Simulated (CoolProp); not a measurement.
Saturation properties of o-xylene (Tc = 630.3 K, pc = 3.737 MPa, ω = 0.312).

Model: reference Helmholtz-energy equation of state, Zhou 2012, in CoolProp.

```tsv
T (K)	p (MPa)	liquid density (kg/m³)	enthalpy of vaporisation (kJ/kg)
355.8	0.01406	…	…
363.6	…	819.5	374.0
371.4	0.02493	812.5	…
379.3	0.03263	805.3	365.3
387.1	0.04201	798.2	360.8
394.9	0.05346	791.0	…
402.7	0.06729	…	351.7
410.5	0.08383	776.2	347.0
418.4	0.1037	768.6	342.2
426.2	0.1268	761.0	337.3
434	0.1537	753.2	332.2
441.8	0.1850	745.3	327.1
```

Problem. Fill in the missing entries.

Solution. 
- 355.8, liquid density (kg/m³): 826.4
- 355.8, enthalpy of vaporisation (kJ/kg): 378.3
- 363.6, p (MPa): 0.01886
- 371.4, enthalpy of vaporisation (kJ/kg): 369.7
- 394.9, enthalpy of vaporisation (kJ/kg): 356.3
- 402.7, liquid density (kg/m³): 783.7

It boils at 417.5 K under 1 atm.
